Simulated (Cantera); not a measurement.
Input: 1 mol CsOH, 0.37 mol O2, at 0.360 bar.

Equilibrium computed with Cantera from the NASA thermochemical tables; the gas is ideal and each condensed phase is pure. Candidate condensed phases: Cs, CsOH, H2O; 15 gas species. Equilibrium is a limit: real reactors are often held back by kinetics, nucleation or transport. All values below are at 1850 K.

Base state: CsOH 0.691, O2 0.271, Cs 0.0242, H2O 0.0126, CsO 0.00131, OH 0.000451, O 0.000167, Cs2(OH)2 7.09e-5 (mole fractions); condensed: gas only.

Problem. What changes in the equilibrium state with this change: 0.69 mol H2O added?

Solution. 
| species | before | after |
|---|---|---|
| CsOH | 0.691 | 0.480 |
| H2O | 0.0126 | 0.335 |
| O2 | 0.271 | 0.179 |
| Cs | 0.0242 | 0.00361 |
| Cs2O | 4.25e-5 | 7.71e-7 |
| H2 | 3.41e-6 | 0.000112 |
| CsO | 0.00131 | 0.000159 |
| OH | 0.000451 | 0.00210 |
| Cs2(OH)2 | 7.09e-5 | 3.42e-5 |
